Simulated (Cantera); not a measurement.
Input: 1 mol PbO, 0.6 mol CH₄, 0.21 mol H₂, equilibrated at 0.180 bar.

Cantera equilibrium calculation (NASA polynomials, part measured and part estimated; ideal gas, pure solids and liquids). Candidate condensed phases: C, C₆H₆, C₇H₈, C₈H₁₈, H₂O, Pb, PbO, PbO₂, Pb₃O₄; 113 gas species. Gases not in the tables: (PbO)n polymers. Kinetics and transport are ignored.

log p: log10 of the partial pressure in bar; n: condensed amount in mol.

| T (K) | log p H₂ | log p Pb | log p CO | log p H₂O | log p CO₂ | log p H | n Pb(l) |
|---|---|---|---|---|---|---|---|
| 1223 | -1.01 | -3.04 | -1.35 | -1.57 | -2.07 | -7.03 | 0.990 |
| 1323 | -1.02 | -2.45 | -1.34 | -1.55 | -2.15 | -6.31 | 0.960 |
| 1423 | -1.04 | ? | -1.35 | -1.56 | ? | ? | ? |
| 1523 | -1.10 | -1.51 | -1.40 | -1.60 | -2.33 | -5.19 | 0.589 |
| 1623 | -1.20 | -1.22 | -1.49 | -1.69 | -2.47 | -4.76 | 0 |
| 1723 | -1.20 | -1.22 | -1.48 | -1.68 | -2.51 | -4.34 | 0 |
| 1823 | -1.20 | -1.22 | -1.48 | -1.68 | -2.55 | -3.96 | 0 |
| 1923 | -1.20 | -1.22 | -1.48 | -1.67 | -2.58 | -3.63 | 0 |
| 2023 | -1.20 | -1.22 | -1.48 | -1.67 | -2.61 | -3.32 | 0 |
| 2123 | -1.21 | -1.23 | -1.47 | -1.67 | -2.64 | -3.05 | 0 |
| 2223 | -1.21 | -1.23 | -1.47 | -1.67 | -2.66 | ? | 0 |
| 2323 | -1.21 | -1.23 | -1.47 | -1.67 | -2.69 | -2.57 | 0 |
| 2423 | -1.22 | -1.23 | -1.48 | -1.68 | -2.71 | -2.36 | 0 |

Q: What belongs in the gaps?

A: 
- 2223, log p H: -2.80
- 1423, log p Pb: -1.95
- 1423, log p CO₂: -2.22
- 1423, log p H: -5.70
- 1423, n Pb(l): 0.866
